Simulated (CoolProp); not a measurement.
Model: reference Helmholtz-energy equation of state, Akasaka 2020, in CoolProp.

For R1123, give the phase and the density (kg/m³), isothermal compressibility (1/MPa), fugacity coefficient at 218 K and 3750 kPa.


- 218 K and 3750 kPa: liquid; density 1330, isothermal compressibility 0.00179, fugacity coefficient 0.0396
